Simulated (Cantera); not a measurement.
**Ignition delay**

Mixture: C3H8 : O2 : N2 : H2O = 1 : 6.85 : 39 : 2.2 (molar parts), equivalence ratio 0.73, at 110000 Pa, adiabatic and at constant volume. Ignition delay is the time to a rise of 400 K.

Model: GRI-Mech 3.0 (53 species, 325 reactions), integrated in Cantera. GRI-Mech 3.0 was tuned for natural gas; its chemistry of propane as a main component is partial and can be far from experiment.

```
T0 (K)  delay (ms)
------  ----------
1450         0.141
1525        0.0665
1600        0.0366
1675        0.0228
1750        0.0156
```

* **apparent activation energy between 1600 and 1750 K**: 130 kJ/mol
